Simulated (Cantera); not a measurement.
Input: 1 mol AlN, 0.77 mol H2O, 73 mol N2, at 1875 °C and 0.720 bar.

Equilibrium computed with Cantera from the NASA thermochemical tables; the gas is ideal and each condensed phase is pure. Candidate condensed phases: Al, AlN, Al2O3, H2O; 35 gas species. Mutual solubility and eutectic melting of coexisting phases are not modelled. Condensed phases not in the tables: aluminium oxynitride. Equilibrium is a limit: real reactors are often held back by kinetics, nucleation or transport.

Base state: N2 0.989, H2 0.0101, H 0.000494, Al 0.000459, Al2O 0.000370 (mole fractions); condensed: AlN(s) + Al2O3(s).

Problem. What changes in the equilibrium state with this change: pressure from 0.720 bar to 0.133 bar?

Solution. 
| species | before | after |
|---|---|---|
| N2 | 0.989 | 0.983 |
| H2 | 0.0101 | 0.00972 |
| Al | 0.000459 | 0.00302 |
| Al2O | 0.000370 | 0.00260 |
| AlH | 8.11e-6 | 2.25e-5 |
| H | 0.000494 | 0.00113 |
| AlN(s), mol | 0.415 | 0 |
| Al2O3(s), mol | 0.247 | 0.192 |

Problem. What changes in the equilibrium state with this change: AlN replaced by BN?

Solution. 
| species | before | after |
|---|---|---|
| N2 | 0.989 | 0.984 |
| H2 | 0.0101 | 0.00876 |
| HBO | 0 | 0.00245 |
| BO | 0 | 0.00163 |
| Al | 0.000459 | 0 |
| B2O2 | 0 | 0.00152 |
| B2O3 | 0 | 0.000918 |
| Al2O | 0.000370 | 0 |
| HBO2 | 0 | 0.000226 |
| H | 0.000494 | 0.000460 |
| AlN(s), mol | 0.415 | 0 |
| Al2O3(s), mol | 0.247 | 0 |
| BN(s), mol | 0 | 0.316 |
Further candidate phases: B, BN, B2O3, B3O3H3.
